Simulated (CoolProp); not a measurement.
R141b along the isobar 67.4 bar: fugacity coefficient from the reference equation and from simpler models built on Tc = 477.5 K, pc = 42.12 bar, ω = 0.220; each cubic takes its own stable root.

The numbers come from the reference Helmholtz-energy equation of state, Lemmon 2006 in CoolProp. It is a short technical equation, of lower accuracy than the large ones.

| T (K) | phase | reference | van der Waals | Redlich-Kwong | Soave-Redlich-Kwong | Peng-Robinson |
|---|---|---|---|---|---|---|
| 245.3 | liquid | 0.001307 | 0.03159 | 0.002788 | 0.001361 | 0.001400 |
| 262.3 | liquid | 0.003233 | 0.04653 | 0.006363 | 0.003336 | 0.003365 |
| 279.3 | liquid | 0.007002 | 0.06526 | 0.01275 | 0.007193 | 0.007147 |
| 296.3 | liquid | 0.01361 | 0.08787 | 0.02304 | 0.01396 | 0.01371 |
| 313.3 | liquid | 0.02420 | 0.1143 | 0.03825 | 0.02482 | 0.02415 |
| 330.2 | liquid | 0.03982 | 0.1443 | 0.05908 | 0.04089 | 0.03953 |
| 347.2 | liquid | 0.06175 | 0.1779 | 0.08636 | 0.06350 | 0.06107 |
| 364.2 | liquid | 0.09078 | 0.2146 | 0.1202 | 0.09347 | 0.08957 |
| 381.2 | liquid | 0.1275 | 0.2541 | 0.1605 | 0.1314 | 0.1256 |
| 398.1 | liquid | 0.1717 | 0.2956 | 0.2066 | 0.1771 | 0.1690 |
| 415.1 | liquid | 0.2237 | 0.3391 | 0.2581 | 0.2307 | 0.2199 |
| 432.1 | liquid | 0.2826 | 0.3840 | 0.3138 | 0.2911 | 0.2774 |
| 449.1 | liquid | 0.3471 | 0.4295 | 0.3724 | 0.3567 | 0.3401 |
| 466 | liquid | 0.4151 | 0.4748 | 0.4319 | 0.4252 | 0.4055 |
| 483 | supercritical | 0.4851 | 0.5197 | 0.4912 | 0.4944 | 0.4717 |
| 500 | supercritical | 0.5526 | 0.5631 | 0.5475 | 0.5599 | 0.5343 |
